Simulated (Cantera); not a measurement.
Mixture: CH4 : CO : O2 : N2 : CO2 = 1 : 0.6 : 1.64 : 6.18 : 1.4 (molar parts), equivalence ratio 1.4, at 0.987 atm, adiabatic and at constant pressure. Ignition delay is the time to a rise of 400 K.

Model: GRI-Mech 3.0 (53 species, 325 reactions), integrated in Cantera.

What does this change do: constant volume in place of constant pressure?


```
quantity                                                before       after
--------------------------------------------------  ----------  ----------
delay at 1198 K                                        0.103 s     95.6 ms
delay at 1248 K                                        47.7 ms     44.5 ms
delay at 1298 K                                        23.1 ms     21.5 ms
delay at 1348 K                                        11.6 ms     10.8 ms
delay at 1398 K                                        6.02 ms     5.63 ms
delay at 1448 K                                        3.26 ms     3.05 ms
apparent activation energy between 1348 and 1448 K  210 kJ/mol  210 kJ/mol
```
